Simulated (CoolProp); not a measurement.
Cyclopentane at several states: fugacity coefficient from the reference equation and from simpler models built on Tc = 238.6 °C, pc = 4.583 MPa, ω = 0.202; each cubic takes its own stable root.

Model: reference Helmholtz-energy equation of state, Gedanitz 2015, in CoolProp.

```csv
T (°C),p (MPa),phase,reference,Redlich-Kwong,Soave-Redlich-Kwong,Peng-Robinson
276.75,0.0391,gas,0.9976,0.9976,0.9977,0.9974
-67.55,0.0581,liquid,?,?,?,?
-36.65,2.15,liquid,0.0008945,?,0.0008577,?
164.35,0.141,gas,0.9821,0.9837,0.9830,0.9816
-76.75,0.0181,liquid,?,0.006107,0.003207,?
```

**Question.** Fill in the missing entries.

**Answer.** 
- -67.55, reference: 0.002588
- -67.55, Redlich-Kwong: 0.004810
- -67.55, Soave-Redlich-Kwong: 0.002467
- -67.55, Peng-Robinson: 0.002935
- -36.65, Redlich-Kwong: 0.001666
- -36.65, Peng-Robinson: 0.0009402
- -76.75, reference: 0.003352
- -76.75, Peng-Robinson: 0.003924
